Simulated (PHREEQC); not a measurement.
Solution (67 °C): 5.8 mmol/kgw CO2 and 0.081 mmol/kgw MgSO4. Closed to the air; pH follows from the charge balance.

Model: ion-association model, wateq4f.dat, run in PHREEQC.

This is a speciation only: nothing precipitates in the calculation.

**Question.** Order these S species by the share of S that they hold, largest first: HSO4-, MgSO4, SO4-2.

**Answer.** SO4-2 (95 %), MgSO4 (3.7 %), HSO4- (1.3 %)

The pH is 4.28 and the ionic strength 0.000365 mol/kgw. Away from 25 °C the constants follow the database's enthalpies or fits; those with neither stay at their 25 °C values.
